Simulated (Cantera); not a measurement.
Input: 1 mol MgO, 0.38 mol HCl, 0.21 mol N2, held at 9.20 bar.

Method: chemical equilibrium by Gibbs-energy minimisation in Cantera with the NASA 1993 tables (ideal gas, pure condensed phases). Candidate condensed phases: H2O, Mg, MgCl2, MgO, Mg(OH)2, NH4Cl; 38 gas species. Mutual solubility and eutectic melting of coexisting phases are not modelled. Kinetics and transport are ignored.

Q: Which condensed phases are stable at each of these points (T (K)): 1000, 1050, 1100, 1150, 1200, 1250, 1300, 1350, 1400, 1450, 1500, 1550, 1600, 1650?

A: 
```csv
T (K),condensed phases,Mg condensed (%)
1000,MgCl2(l) + MgO(s),100.0
1050,MgCl2(l) + MgO(s),100.0
1100,MgCl2(l) + MgO(s),100.0
1150,MgCl2(l) + MgO(s),100.0
1200,MgCl2(l) + MgO(s),100.0
1250,MgCl2(l) + MgO(s),99.9
1300,MgCl2(l) + MgO(s),99.8
1350,MgCl2(l) + MgO(s),99.6
1400,MgCl2(l) + MgO(s),99.3
1450,MgCl2(l) + MgO(s),98.8
1500,MgCl2(l) + MgO(s),97.9
1550,MgO(s),97.1
1600,MgO(s),96.7
1650,MgO(s),96.2
```

From 1000 K to 1500 K the condensed part is MgCl2(l) + MgO(s). From 1550 K to 1650 K the condensed part is MgO(s).
